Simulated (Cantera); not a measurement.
**Adiabatic ignition**

An adiabatic, constant-pressure homogeneous reactor starts with CO : H₂ : CH₄ : O₂ : N₂ : H₂O = 1 : 0.031 : 0.034 : 0.53 : 1.99 : 0.55 (molar parts), equivalence ratio 1.1, at 1725 K and 6.22 atm.

Cantera simulation using GRI-Mech 3.0 (53 species, 325 reactions); the numbers are that mechanism's predictions, not measurements.

```tsv
t (s)	T (K)	x CO	x H₂	x CH₄	x OH	x O	x CH₂O	x C₂H₆
1.00e-5	2406	0.123	0.0162	<1e-12	0.0218	0.0139	4.31e-9	<1e-12
2.26e-5	2800	0.0932	0.0109	<1e-12	0.0193	0.00578	2.32e-9	<1e-12
5.09e-5	2865	0.0870	0.00993	<1e-12	0.0182	0.00472	2.19e-9	<1e-12
0.000115	2864	0.0870	0.00994	<1e-12	0.0180	0.00460	2.20e-9	<1e-12
0.000259	2859	0.0872	0.01000	<1e-12	0.0176	0.00442	2.21e-9	<1e-12
0.000585	2853	0.0874	0.0101	<1e-12	0.0172	0.00421	2.23e-9	<1e-12
0.00132	2851	0.0875	0.0101	<1e-12	0.0170	0.00412	2.24e-9	<1e-12
0.00298	2851	0.0875	0.0101	<1e-12	0.0169	0.00411	2.25e-9	<1e-12
0.00672	2851	0.0875	0.0101	<1e-12	0.0169	0.00411	2.25e-9	<1e-12
0.0152	2851	0.0875	0.0101	<1e-12	0.0169	0.00411	2.25e-9	<1e-12
0.0342	2851	0.0875	0.0101	<1e-12	0.0169	0.00411	2.25e-9	<1e-12
0.0772	2851	0.0875	0.0101	<1e-12	0.0169	0.00411	2.25e-9	<1e-12
0.174	2851	0.0875	0.0101	<1e-12	0.0169	0.00411	2.25e-9	<1e-12
0.393	2851	0.0875	0.0101	<1e-12	0.0169	0.00411	2.25e-9	<1e-12
0.886	2851	0.0875	0.0101	<1e-12	0.0169	0.00411	2.25e-9	<1e-12
2.00	2851	0.0875	0.0101	<1e-12	0.0169	0.00411	2.25e-9	<1e-12
```
x: mole fraction; the columns are a selection and need not sum to one.

| Property | Value |
|---|---|
| time of steepest temperature rise | 7.83 µs |
| temperature at 2.00 s | 2851 K |
| equilibrium temperature | 2851 K |
| x(CO) at 2.00 s | 0.0875 (gas-phase equilibrium 0.0875) |
| x(H₂) at 2.00 s | 0.0101 (gas-phase equilibrium 0.0101) |
| x(CH₄) at 2.00 s | <1e-12 (gas-phase equilibrium <1e-12) |
